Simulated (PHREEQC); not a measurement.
Make-up at 20 °C: 0.039 mol ZnSO4, 0.00018 mol CdCl2 and 6.7e-05 mol KHSO4 per kg of water. Closed to the air; pH follows from the charge balance.

The numbers come from PHREEQC with the ion-association model, phreeqc.dat.

Precipitation was switched off in this run.

**Question.** Order these S species by the share of S that they hold, largest first: SO4-2, CdSO4, ZnSO4, Zn(SO4)2-2.

**Answer.** SO4-2 (50 %), ZnSO4 (37 %), Zn(SO4)2-2 (13 %), CdSO4 (0.19 %)

**Question.** Order these Cd species by the share of Cd that they hold, largest first: Cd(SO4)2-2, Cd+2, CdCl+, CdSO4.

**Answer.** Cd+2 (50 %), CdSO4 (40 %), Cd(SO4)2-2 (9.1 %), CdCl+ (0.63 %)

The pH is 4.48 and the ionic strength 0.0882 mol/kgw. Complexes and solids missing from the database can't appear.
